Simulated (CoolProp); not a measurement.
Properties of R1123 at several states.

Computed with CoolProp (reference Helmholtz-energy equation of state, Akasaka 2020).

| T (K) | p (MPa) | phase | density (kg/m³) | cv (kJ/(kg K)) | speed of sound (m/s) |
|---|---|---|---|---|---|
| 201.2 | 0.545 | liquid | 1378 | 0.7913 | 891.2 |
| 248.6 | 1.76 | liquid | 1227 | 0.8174 | 642.2 |
| 243.1 | 20 | liquid | 1300 | 0.8198 | 794.4 |
| 364.8 | 0.0418 | gas | 1.133 | 0.8472 | 203.1 |
| 222.5 | 1.91 | liquid | 1316 | 0.8011 | 783.1 |
